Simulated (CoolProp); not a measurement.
R1233zd(E) along the isobar 4.64 MPa: fugacity coefficient from the reference equation and from simpler models built on Tc = 165.7 °C, pc = 3.583 MPa, ω = 0.304; each cubic takes its own stable root.

The numbers come from the reference Helmholtz-energy equation of state, Akasaka 2022 in CoolProp.

```json
[
 {"T (°C)": "37.85", "phase": "liquid", "reference": "0.04878"},
 {"T (°C)": "53.25", "phase": "liquid", "reference": "0.07566"},
 {"T (°C)": "68.75", "phase": "liquid", "reference": "0.1116"},
 {"T (°C)": "84.15", "phase": "liquid", "reference": "0.1567"},
 {"T (°C)": "99.65", "phase": "liquid", "reference": "0.2118"},
 {"T (°C)": "115.05", "phase": "liquid", "reference": "0.2758"},
 {"T (°C)": "130.55", "phase": "liquid", "reference": "0.3483"},
 {"T (°C)": "145.95", "phase": "liquid", "reference": "0.4265"},
 {"T (°C)": "161.45", "phase": "liquid", "reference": "0.5085"},
 {"T (°C)": "176.85", "phase": "supercritical", "reference": "0.5875"}
]
```

Problem. How far does each simpler model (van der Waals, Redlich-Kwong, Peng-Robinson) lie from the reference over these 10 states: mean and median of the absolute difference, and the worst?

Solution. 
- van der Waals: mean 90.6 %, median 60.7 %, worst +277.0 % at 37.85 °C and 4.64 MPa
- Redlich-Kwong: mean 28.5 %, median 23.4 %, worst +71.9 % at 37.85 °C and 4.64 MPa
- Peng-Robinson: mean 0.3 %, median 0.2 %, worst -1.3 % at 176.85 °C and 4.64 MPa
